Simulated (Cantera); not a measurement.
A closed system holds: 1 mol borazine, 9.4 mol O₂, 180 mol H₂, equilibrated at 1550 K and 19.0 Pa.

These are equilibrium values from Cantera (NASA tables, ideal gas, pure condensed phases), not measurements of a reactor. Candidate condensed phases: B, BN, B₂O₃, B₃O₃H₃, H₂O; 39 gas species. The feed counts by its element totals alone. The numbers say what is thermodynamically allowed, not how fast it happens.

Base state: H₂ 0.905, H₂O 0.0690, HBO₂ 0.0157, N₂ 0.00806, H 0.00217, HBO 0.000151, B₂O₃ 0.000149 (mole fractions); condensed: gas only.

Task: What changes in the equilibrium state with this change: O₂ from 9.4 to 0.43 mol?

Result: 
```
species       before     after
----------  --------  --------
H₂             0.905     0.991
HBO         0.000151   0.00419
N₂           0.00806   0.00233
H₂O           0.0690   9.29e-7
HBO₂          0.0157   5.33e-6
B₂O₂         1.65e-7  0.000116
B₂O₃        0.000149   1.29e-6
BO           8.82e-6  0.000234
H            0.00217   0.00227
BN(s), mol         0      2.14
```
